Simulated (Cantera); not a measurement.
Input: 1 mol BN, a varied amount of H2, held at 2527 °C and 1.00 bar.

Equilibrium computed with Cantera from the NASA thermochemical tables; the gas is ideal and each condensed phase is pure. Candidate condensed phases: B, BN; 15 gas species. The tables' values for BH2 are old estimates; treat these amounts as uncertain. Gases not in the tables: B2H6 and higher boranes. Equilibrium is a limit: real reactors are often held back by kinetics, nucleation or transport.

x: gas mole fraction; n: condensed amount in mol.

| n(H2) (mol) | x N2 | x H2 | x H | x BH2 | x B | x BH | x BN | n B(l) |
|---|---|---|---|---|---|---|---|---|
| 0.015 | 0.964 | 0.0226 | 0.0123 | 0.000179 | 0.00112 | 4.70e-5 | 0.000269 | 0.999 |
| 0.025 | 0.943 | 0.0388 | 0.0161 | 0.000307 | 0.00112 | 6.17e-5 | 0.000266 | 0.999 |
| 0.042 | 0.912 | ? | ? | 0.000519 | 0.00112 | ? | 0.000262 | 0.999 |
| 0.071 | 0.863 | 0.108 | 0.0269 | 0.000856 | 0.00112 | 0.000103 | 0.000255 | 0.999 |
| 0.12 | 0.792 | 0.172 | 0.0339 | 0.00136 | 0.00112 | 0.000130 | 0.000244 | 0.998 |
| 0.21 | 0.688 | 0.266 | 0.0422 | 0.00210 | 0.00112 | 0.000161 | 0.000227 | 0.997 |
| 0.35 | 0.573 | 0.373 | 0.0500 | 0.00295 | 0.00112 | 0.000191 | 0.000207 | 0.996 |
| 0.59 | ? | ? | ? | 0.00390 | 0.00112 | ? | ? | 0.994 |
| 1 | 0.322 | 0.608 | 0.0638 | 0.00481 | 0.00112 | 0.000244 | 0.000156 | 0.990 |
| 1.7 | 0.219 | 0.705 | 0.0687 | 0.00558 | 0.00112 | 0.000263 | 0.000128 | 0.984 |
| 2.9 | 0.142 | 0.779 | 0.0722 | 0.00616 | 0.00112 | 0.000276 | 0.000103 | 0.973 |

Q: Complete the blanks.

A: 
- 0.042, x H2: 0.0655
- 0.042, x H: 0.0209
- 0.042, x BH: 8.02e-5
- 0.59, x N2: 0.445
- 0.59, x H2: 0.492
- 0.59, x H: 0.0574
- 0.59, x BH: 0.000220
- 0.59, x BN: 0.000183
